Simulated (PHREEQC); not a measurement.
KOH is added in steps, without added water, to 1 kg of water holding 0.0014 mol NaAlO2 and 0.0069 mol (NH4)2SO4, at 25 °C. Oxygen is held at 0.21 atm. The system is closed to CO2. Solids allowed: Al(OH)3(a), Basaluminite, Mirabilite, AlumK. Others were left out.

Base run: PHREEQC, ion-association model, wateq4f.dat. Each further column changes one thing. The table gives pH.

| KOH added (mol) | base | NaAlO2 from 0.0014 to 0.007 mol/kgw | NaAlO2 from 0.0014 to 0.00014 mol/kgw | (NH4)2SO4 replaced by (NH4)2CO3 at the same molality | no solid may form |
|---|---|---|---|---|---|
| 0 | 8.48 | 9.09 | 7.49 | 9.21 | 7.15 |
| 0.001875 | 8.76 | 9.23 | 8.52 | 9.40 | 8.52 |
| 0.00375 | 8.94 | 9.36 | 8.89 | 9.59 | 8.90 |
| 0.004687 | 9.04 | 9.41 | 9.03 | 9.69 | 9.04 |
| 0.006562 | 9.28 | 9.51 | 9.28 | 9.89 | 9.28 |
| 0.008438 | 9.52 | 9.60 | 9.52 | 10.11 | 9.52 |
| 0.01031 | 9.79 | 9.79 | 9.78 | 10.36 | 9.79 |
| 0.01125 | 9.95 | 9.95 | 9.95 | 10.51 | 9.95 |
| 0.01312 | 10.44 | 10.44 | 10.44 | 10.86 | 10.44 |
| 0.015 | 11.09 | 11.09 | 11.09 | 11.21 | 11.09 |

 In at least one series the solution becomes supersaturated in solids that the run did not let form, among them Al(OH)3(a), Basaluminite. Solids allowed in the column '(NH4)2SO4 replaced by (NH4)2CO3 at the same molality': Al(OH)3(a), Nahcolite, Natron.
